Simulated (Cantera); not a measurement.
Input: 1 mol CO2, 0.093 mol O2, held at 0.323 Torr.

Equilibrium computed with Cantera from the NASA thermochemical tables; the gas is ideal and each condensed phase is pure. Candidate condensed phases: C; 12 gas species. Kinetics and transport are ignored. All values below are at 3098 K.

Base state: O 0.535, CO 0.459, O2 0.00500, CO2 0.00144 (mole fractions); condensed: gas only.

What changes in the equilibrium state with this change: 0.19 mol N2 added?


| species | before | after |
|---|---|---|
| O | 0.535 | 0.490 |
| CO | 0.459 | 0.422 |
| N2 | 0 | 0.0791 |
| NO | 0 | 0.00240 |
| N | 0 | 0.000348 |
| O2 | 0.00500 | 0.00421 |
| CO2 | 0.00144 | 0.00121 |

What changes in the equilibrium state with this change: 0.0011 mol CH4 added?


```json
[
 {"species": "O", "before": "0.535", "after": "0.533"},
 {"species": "CO", "before": "0.459", "after": "0.459"},
 {"species": "O2", "before": "0.00500", "after": "0.00497"},
 {"species": "H", "before": "0", "after": "0.00200"},
 {"species": "OH", "before": "0", "after": "1.70e-5"},
 {"species": "CO2", "before": "0.00144", "after": "0.00143"}
]
```
Further candidate phases: C6H6, C7H8, C8H18, H2O.
